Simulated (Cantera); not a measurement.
Feed: 1 mol B, 29 mol H2, equilibrated at 973.15 K and 27.0 mbar.

Equilibrium computed with Cantera from the NASA thermochemical tables; the gas is ideal and each condensed phase is pure. Candidate condensed phases: B; 7 gas species. Rates play no part.

Base state: H2 1.00 (mole fractions); condensed: B(s).

Question: What changes in the equilibrium state with this change: temperature from 973.15 K to 1973.15 K?

Answer: 
```tsv
species	before	after
H2	1.00	0.991
H	6.61e-9	0.00818
BH2	2.08e-9	0.000397
B(s), mol	1.000	0.988
```
The tables' values for BH2 are old estimates; treat these amounts as uncertain.
